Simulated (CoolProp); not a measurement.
The numbers come from the reference Helmholtz-energy equation of state, Thol 2015 in CoolProp.

Problem. Give the vapour pressure (bar), vapour density (kg/m³), enthalpy of vaporisation (kJ/kg), liquid cp (kJ/(kg K)) of saturated 1,2-dichloroethane at 16.15, 82.15, 131.75 °C.

Solution. 
```
T (°C)  p (bar)  vapour density (kg/m³)  enthalpy of vaporisation (kJ/kg)  liquid cp (kJ/(kg K))
------  -------  ----------------------  --------------------------------  ---------------------
16.15    0.0679                   0.280                               359                   1.30
82.15     0.971                    3.35                               325                   1.36
131.75     3.75                    11.9                               295                   1.44
```
